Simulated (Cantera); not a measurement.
Cantera run:

```python
import numpy as np
import cantera as ct

gas_names = """
    CL CL2 H HCL H2 Si SiCL SiCL2 SiCL3 SiCL4 SiH SiHCL3 SiH2 SiH2CL2 SiH3 SiH3CL SiH4 Si2 Si3
""".split()
cond_names = """
    Si(cr) Si(L)
""".split()


def load(file, names, dense=False):
    # The tables refer to 1 bar. Condensed volumes are neglected.
    table = {s.name: s for s in ct.Species.list_from_file(file)}
    out = []
    for n in names:
        d = dict(table[n].input_data)
        d["thermo"] = dict(d["thermo"], **{"reference-pressure": 1e5})
        if dense:
            d["equation-of-state"] = {"model": "constant-volume", "density": "1e6 g/cm^3"}
        out.append(ct.Species.from_dict(d))
    return out


gas = ct.Solution(thermo="ideal-gas", species=load("nasa_gas.yaml", gas_names))
cond = {s.name: ct.Solution(thermo="fixed-stoichiometry", species=[s], name=s.name)
        for s in load("nasa_condensed.yaml", cond_names, dense=True)}
atoms = {
    'SiHCl3': {'Si': 1, 'H': 1, 'CL': 3},
    'H2': {'H': 2},
}
top_T = {}  # K; cautious upper limits of use, not melting points


def equilibrate(T, P, feed):
    n = {}
    for name, mol in feed.items():
        for a, k in atoms[name].items():
            n[a] = n.get(a, 0.0) + k * mol
    gas.TPX = T, P, n
    mass = sum(n.values()) * gas.mean_molecular_weight
    gas.equilibrate("TP")
    valid = [c for c in cond.values() if c.min_temp <= T <= top_T.get(c.name, c.max_temp)]
    mix = ct.Mixture([(gas, mass / gas.mean_molecular_weight)] + [(c, 0.0) for c in valid])
    mix.T, mix.P = T, P
    mix.equilibrate("TP", solver="vcs", rtol=1e-11, max_steps=5000)
    return mix


results = []
feed = {'SiHCl3': 1, 'H2': 49}  # mol
P = 10000  # Pa
for T in [1100, 1125, 1150, 1175, 1200, 1225, 1250, 1275, 1300]:
    mix = equilibrate(T, P, feed)
    results.append((T, P, feed, dict(zip(mix.species_names, mix.species_moles))))

top = {s: max(r[3][s] / sum(r[3][g] for g in gas_names) for r in results) for s in gas_names}
cols = sorted((s for s in top if top[s] > 1e-06), key=lambda s: -top[s])[:6]
seen = [c for c in cond_names if any(r[3].get(c, 0) > 1e-12 for r in results)]
print("log10 of partial pressures in bar; condensed amounts in mol")
print(f"{'T/K':>10s}" + "".join(f"{s[:9]:>10s}" for s in cols + seen))
for T, P, feed, n in results:
    ng = sum(n[g] for g in gas_names)
    print(f"{T:10.4g}" + "".join(f"{np.log10(max(n[s] / ng * P / 1e5, 1e-99)):10.3f}" for s in cols)
          + "".join(f"{n.get(c, 0):10.4g}" for c in seen))
```

Output:

```
log10 of partial pressures in bar; condensed amounts in mol
       T/K        H2       HCL     SiCL4     SiCL2    SiHCL3     SiCL3    Si(cr)
      1100    -1.015    -2.655    -3.258    -3.987    -3.449    -4.194    0.4432
      1125    -1.016    -2.598    -3.322    -3.853    -3.500    -4.133    0.4779
      1150    -1.017    -2.547    -3.399    -3.734    -3.561    -4.086    0.5114
      1175    -1.018    -2.502    -3.490    -3.628    -3.633    -4.054    0.5427
      1200    -1.019    -2.465    -3.597    -3.537    -3.716    -4.039    0.5704
      1225    -1.020    -2.434    -3.720    -3.461    -3.812    -4.039     0.594
      1250    -1.021    -2.410    -3.859    -3.398    -3.919    -4.056    0.6129
      1275    -1.021    -2.391    -4.013    -3.347    -4.037    -4.087    0.6271
      1300    -1.022    -2.378    -4.177    -3.307    -4.163    -4.129    0.6371
```

Cantera equilibrium calculation (NASA polynomials, part measured and part estimated; ideal gas, pure solids and liquids). The tables' values for SiCl3 are old estimates; treat these amounts as uncertain.
